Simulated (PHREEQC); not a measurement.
Dissolve 0.2 mol/kgw CuCl2 at 85 °C. Closed to the air; pH follows from the charge balance.

Equilibrium calculation in PHREEQC: ion-association model, phreeqc.dat.

This is a speciation only: nothing precipitates in the calculation.

### Question
Predict the pH.

### Answer
pH 3.67.

### Question
In which forms is Cl present?

### Answer
Cl- 63 %, CuCl+ 31 %, CuCl2 5.7 % of the Cl.

Constants without temperature data keep their 25 °C values here.
